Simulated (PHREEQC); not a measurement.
A solution holds 1.5 mmol/kgw HF, 0.088 mmol/kgw NH4HF2 and 0.059 mmol/kgw H4SiO4, at 10 °C. Closed to the air; pH follows from the charge balance.

Computed with PHREEQC (ion-association model, phreeqc.dat).

No solid was allowed to form.

Task: Order these F species by the share of F that they hold, largest first: SiF6-2, F-, HF, HF2-.

Result: F- (49 %), HF (42 %), SiF6-2 (8.4 %), HF2- (0.23 %)

The pH is 3.12 and the ionic strength 0.000899 mol/kgw. Constants without temperature data keep their 25 °C values here. SiF6-2 is the database's only silicon fluoride.
